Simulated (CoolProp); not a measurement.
m-xylene at several states: Z from the reference equation and from simpler models built on Tc = 343.7 °C, pc = 3.535 MPa, ω = 0.326; each cubic takes its own stable root.

Computed with CoolProp (reference Helmholtz-energy equation of state, Zhou 2012).

| T (°C) | p (MPa) | phase | reference | Redlich-Kwong | Soave-Redlich-Kwong | Peng-Robinson |
|---|---|---|---|---|---|---|
| 181.75 | 0.815 | liquid | ___ | ___ | ___ | 0.03281 |
| 116.55 | 0.185 | liquid | ___ | ___ | ___ | ___ |
| 233.15 | 0.0317 | gas | 0.9937 | 0.9946 | 0.9941 | 0.9937 |
| 248.95 | 0.0134 | gas | 0.9976 | 0.9979 | 0.9978 | 0.9976 |

Q: Fill in the missing entries.

A: 
- 181.75, reference: 0.03214
- 181.75, Redlich-Kwong: 0.03930
- 181.75, Soave-Redlich-Kwong: 0.03717
- 116.55, reference: 0.007797
- 116.55, Redlich-Kwong: 0.009373
- 116.55, Soave-Redlich-Kwong: 0.008969
- 116.55, Peng-Robinson: 0.007943
